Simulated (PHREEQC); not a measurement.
Solution (20 °C): 0.026 mol NaHSO4 and 0.0075 mol KOH per kg of water. Closed to the air; pH follows from the charge balance.

All values are PHREEQC results (ion-association model, wateq4f.dat), not measurements.

pH: 2.03
ionic strength: 0.0604 mol/kgw
total alkalinity: -18.5 meq/kg

| species | molality | activity | log γ |
|---|---|---|---|
| Na+ | 0.0251 | 0.0204 | -0.089 |
| SO4-2 | 0.0172 | 0.00756 | -0.357 |
| H+ | 0.0109 | 0.00927 | -0.072 |
| HSO4- | 0.00756 | 0.00612 | -0.091 |
| K+ | 0.00716 | 0.00574 | -0.096 |
| NaSO4- | 0.000914 | 0.000749 | -0.087 |
| KSO4- | 0.000340 | 0.000279 | -0.087 |

Precipitation was switched off in this run.
